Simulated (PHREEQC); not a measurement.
Solution (10 °C): 0.0075 mol/kgw H2SO4, 4.3e-05 mol/kgw H3BO3 and 0.017 mol/kgw NaCl. Closed to the air; pH follows from the charge balance.

Model: Pitzer model, pitzer.dat, run in PHREEQC.

Task: The ionic strength comes out as 0.0353 mol/kgw. What activity coefficients do Cl-, HSO4-, SO4-2, H+, Na+ get?

Result: Cl- 0.84, HSO4- 0.85, SO4-2 0.47, H+ 0.84, Na+ 0.85. Single-ion values are on the MacInnes scale.

Precipitation was switched off in this run. Away from 25 °C the constants follow the database's enthalpies or fits; those with neither stay at their 25 °C values.
